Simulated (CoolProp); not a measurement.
Vapour-liquid equilibrium of R125 (1) + dimethyl ether (2) at 194.1 K; x and y are mole fractions of (1).

Model: multi-fluid Helmholtz-energy mixture model, Lemmon 2005 and Wu 2011; pair parameters Bell 2016, in CoolProp.

Give the bubble pressure and the first vapour's composition at x = 0.125, 0.725, 0.8. Is there an azeotrope?

x = 0.125: 0.004728 MPa, y = 0.203; x = 0.725: 0.01125 MPa, y = 0.940; x = 0.8: 0.01275 MPa, y = 0.968. No azeotrope shows between x = 0.05 and 0.95.

Pair parameters are fitted to limited data, so mixtures are less certain than the pure fluids.
